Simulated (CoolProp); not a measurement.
Properties of R143a along the isobar 0.302 MPa (Tc = 72.7 °C, pc = 3.762 MPa, ω = 0.261).

Model: reference Helmholtz-energy equation of state, Lemmon and Jacobsen 2000, in CoolProp.

| T (°C) | phase | Z | speed of sound (m/s) | isothermal compressibility (1/MPa) | viscosity (µPa s) | conductivity (mW/(m K)) |
|---|---|---|---|---|---|---|
| -53.65 | liquid | 0.01174 | 782.8 | 0.002106 | 232 | 105 |
| -32.15 | liquid | 0.01126 | 679.8 | 0.002965 | 190 | 94.7 |
| -10.55 | gas | 0.9155 | 160.6 | 3.640 | 9.82 | 12.0 |
| 10.95 | gas | 0.9378 | 169.3 | 3.541 | 10.6 | 13.8 |
| 32.45 | gas | 0.9526 | 177.1 | 3.481 | 11.4 | 15.7 |
| 53.95 | gas | 0.9630 | 184.2 | 3.441 | 12.2 | 17.8 |
| 75.55 | gas | 0.9706 | 190.9 | 3.413 | 13.0 | 20.0 |
| 97.05 | gas | 0.9763 | 197.2 | 3.393 | 13.8 | 22.3 |
| 118.55 | gas | 0.9806 | 203.2 | 3.377 | 14.5 | 24.7 |
| 140.05 | gas | 0.9841 | 208.9 | 3.365 | 15.3 | 27.2 |
| 161.65 | gas | 0.9869 | 214.5 | 3.356 | 16.0 | 29.8 |
| 183.15 | gas | 0.9891 | 219.8 | 3.348 | 16.7 | 32.5 |

Viscosity comes from a separate model (Klein 1997), an estimate that may be off by 10 % or more. Thermal conductivity comes from a separate model (McLinden 2000), an estimate that may be off by 10 % or more.
